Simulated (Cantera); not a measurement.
A perfectly stirred reactor is fed with H2 : O2 : N2 = 1 : 0.385 : 2.65 (molar parts), equivalence ratio 1.3, at 1000000 Pa; it is adiabatic with a 650 K inlet, and is followed from long to short residence time, starting on the burning branch (τ in s: 0.16, 0.057, 0.021, 0.0076, 0.0028, 0.001, 0.00037, 0.00013, 4.8e-05).

Detailed kinetics in Cantera: GRI-Mech 3.0 (53 species, 325 reactions). The hydrogen kinetics of GRI-Mech 3.0 are dated; newer H2 mechanisms differ, most at raised pressure.

### Question
Predict: blow-out, bracketed by the residence times tried; x(H2) at τ = 0.160 s; x(O2) at τ = 0.160 s; x(H2O) at τ = 0.160 s; x(HO2) at τ = 0.160 s; x(H2) at τ = 2.80 ms; x(O2) at τ = 2.80 ms; x(H2O) at τ = 2.80 ms; x(HO2) at τ = 2.80 ms.

### Answer
| Property | Value |
|---|---|
| blow-out, bracketed by the residence times tried | burning at 48.0 µs, the shortest tried |
| x(H2) at τ = 0.160 s | 0.0629 |
| x(O2) at τ = 0.160 s | 1.35e-5 |
| x(H2O) at τ = 0.160 s | 0.211 |
| x(HO2) at τ = 0.160 s | 7.56e-9 |
| x(H2) at τ = 2.80 ms | 0.0628 |
| x(O2) at τ = 2.80 ms | 0.000169 |
| x(H2O) at τ = 2.80 ms | 0.210 |
| x(HO2) at τ = 2.80 ms | 3.60e-7 |
